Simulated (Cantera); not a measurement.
A closed system holds: 1 mol Si₂H₆, 0.34 mol O₃, 70 mol H₂, held at 458 Torr.

Cantera equilibrium calculation (NASA polynomials, part measured and part estimated; ideal gas, pure solids and liquids). Candidate condensed phases: H₂O, Si, SiO₂; 18 gas species. The feed counts by its element totals alone. Mutual solubility and eutectic melting of coexisting phases are not modelled. The tables hold silica as quartz up to 1696 K and as liquid above; real silica turns to tridymite and cristobalite and melts near 1996 K. Rates play no part.

Question: At 1375 °C, list the 4 most abundant gas species with their mole fractions, and the condensed phases.

Answer: H₂ 0.990, SiO 0.00980, H 0.000113, H₂O 1.38e-5. Condensed: Si(s) + SiO₂(β-quartz).
